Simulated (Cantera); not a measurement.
Charge: 1 mol HBr, 0.91 mol H₂, held at 3025 K and 1 atm.

Method: chemical equilibrium by Gibbs-energy minimisation in Cantera with the NASA 1993 tables (ideal gas, pure condensed phases). Candidate condensed phases: Br₂; 5 gas species. The numbers say what is thermodynamically allowed, not how fast it happens.

Base state: H₂ 0.458, Br 0.252, HBr 0.176, H 0.115, Br₂ 0.000200 (mole fractions); condensed: gas only.

### Question
What changes in the equilibrium state with this change: HBr replaced by SF₆?

### Answer
```tsv
species	before	after
F	0	0.591
HF	0	0.284
S	0	0.0468
H₂	0.458	2.77e-7
Br	0.252	0
HBr	0.176	0
SF	0	0.0367
S₂	0	0.0300
SF₂	0	0.0115
H	0.115	8.90e-5
S₂F₂ (SSF₂)	0	0.000279
Br₂	0.000200	0
SF₃	0	0.000112
F₂	0	5.16e-5
FS₂F (FSSF)	0	2.97e-5
```
The tables' values for S₂F₂ (SSF₂), SF₃, FS₂F (FSSF) are old estimates; treat these amounts as uncertain. Further candidate phases: S.
